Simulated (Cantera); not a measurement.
Feed: 1 mol C2H4, 0.01 mol NH3, 2.5 mol N2, at 1075 K.

These are equilibrium values from Cantera (NASA tables, ideal gas, pure condensed phases), not measurements of a reactor. Candidate condensed phases: C, C6H6, C7H8, C8H18; 92 gas species. The ideal-gas law is rough above about 30 bar. Rates play no part.

x: gas mole fraction; n: condensed amount in mol.

```tsv
P (Pa)	x N2	x H2	x CH4	x NH3	x C2H6	x HCN	n C(graphite)
10	0.554	0.446	8.96e-7	8.11e-9	<1e-12	7.88e-6	2.00
56	0.554	0.446	5.02e-6	4.54e-8	<1e-12	7.88e-6	2.00
320	0.554	0.446	2.87e-5	2.59e-7	<1e-12	7.88e-6	2.00
1800	0.554	0.446	(withheld)	(withheld)	(withheld)	7.88e-6	2.00
10000	0.555	0.444	0.000891	8.07e-6	5.83e-10	7.87e-6	2.00
56000	0.557	0.438	0.00485	4.44e-5	1.75e-8	7.83e-6	1.98
320000	0.568	0.408	(withheld)	(withheld)	(withheld)	7.63e-6	1.89
1800000	0.600	0.318	0.0819	0.000913	6.89e-6	6.92e-6	1.66
10000000	0.645	0.190	0.163	0.00243	4.56e-5	5.55e-6	1.37
```

Q: Complete the blanks.

A: 
- 1800, x CH4: 0.000161
- 1800, x NH3: 1.46e-6
- 1800, x C2H6: 1.90e-11
- 320000, x CH4: 0.0240
- 320000, x NH3: 0.000230
- 320000, x C2H6: 4.62e-7
